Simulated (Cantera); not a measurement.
**Equilibrium for abatement and gas-phase synthesis: NH3 + H2O**

Input: 1 mol NH3, 8.9 mol H2O, at 4900 Pa.

These are equilibrium values from Cantera (NASA tables, ideal gas, pure condensed phases), not measurements of a reactor. Candidate condensed phases: H2O; 24 gas species. Equilibrium is a limit: real reactors are often held back by kinetics, nucleation or transport.

From 1027 °C to 2677 °C nothing is condensed.

```json
[
 {"T (°C)": "1027", "log p H2O": "-1.40", "log p H": "-7.04", "log p H2": "-2.17", "log p OH": "-8.15", "log p O": "-13.04", "log p O2": "-12.58", "log p N2": "-2.65"},
 {"T (°C)": "1177", "log p H2O": "-1.40", "log p H": "-6.11", "log p H2": "-2.17", "log p OH": "-6.96", "log p O": "-10.95", "log p O2": "-10.50", "log p N2": "-2.65"},
 {"T (°C)": "1327", "log p H2O": "-1.40", "log p H": "-5.35", "log p H2": "-2.17", "log p OH": "-5.98", "log p O": "-9.24", "log p O2": "-8.81", "log p N2": "-2.65"},
 {"T (°C)": "1477", "log p H2O": "-1.40", "log p H": "-4.72", "log p H2": "-2.17", "log p OH": "-5.18", "log p O": "-7.83", "log p O2": "-7.41", "log p N2": "-2.65"},
 {"T (°C)": "1627", "log p H2O": "-1.40", "log p H": "-4.19", "log p H2": "-2.17", "log p OH": "-4.50", "log p O": "-6.64", "log p O2": "-6.22", "log p N2": "-2.65"},
 {"T (°C)": "1777", "log p H2O": "-1.40", "log p H": "-3.73", "log p H2": "-2.17", "log p OH": "-3.92", "log p O": "-5.62", "log p O2": "-5.21", "log p N2": "-2.65"},
 {"T (°C)": "1927", "log p H2O": "-1.41", "log p H": "-3.33", "log p H2": "-2.17", "log p OH": "-3.43", "log p O": "-4.75", "log p O2": "-4.36", "log p N2": "-2.65"},
 {"T (°C)": "2077", "log p H2O": "-1.43", "log p H": "-2.98", "log p H2": "-2.15", "log p OH": "-3.02", "log p O": "-4.02", "log p O2": "-3.67", "log p N2": "-2.66"},
 {"T (°C)": "2227", "log p H2O": "-1.47", "log p H": "-2.65", "log p H2": "-2.10", "log p OH": "-2.70", "log p O": "-3.43", "log p O2": "-3.19", "log p N2": "-2.68"},
 {"T (°C)": "2377", "log p H2O": "-1.56", "log p H": "-2.35", "log p H2": "-2.04", "log p OH": "-2.48", "log p O": "-2.98", "log p O2": "-2.88", "log p N2": "-2.72"},
 {"T (°C)": "2527", "log p H2O": "-1.70", "log p H": "-2.09", "log p H2": "-2.00", "log p OH": "-2.33", "log p O": "-2.62", "log p O2": "-2.71", "log p N2": "-2.78"},
 {"T (°C)": "2677", "log p H2O": "-1.91", "log p H": "-1.88", "log p H2": "-2.01", "log p OH": "-2.27", "log p O": "-2.35", "log p O2": "-2.65", "log p N2": "-2.85"}
]
```
log p: log10 of the partial pressure in bar; nothing condenses.
